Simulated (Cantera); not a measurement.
A diamond (100) surface in a fixed gas of H2 with x(CH4) = 0.0081, x(H) = 0.047, x(CH3) = 0.0007, 0.0130 bar; coverages are run to steady state.

Model: the Harris–Goodwin 1993 mechanism for the reconstructed diamond (100) surface, integrated in Cantera.

One state of this run: growth (µm/h) = 3.36; θ c6HH = 0.390; θ c6H* = 0.0467; θ c6*H = 0.519; θ c6** = 0.0428; θ c6HM = 0.000610. θ: site fractions in the mechanism's names (c6HH fully hydrogenated, c6H* and c6*H radical sites, c6** diradical, c6HM methylated).

**Question.** Which value of T (K) does it belong to?
A. 1050
B. 1350
C. 1275
D. 1125

**Answer.** C, 1275
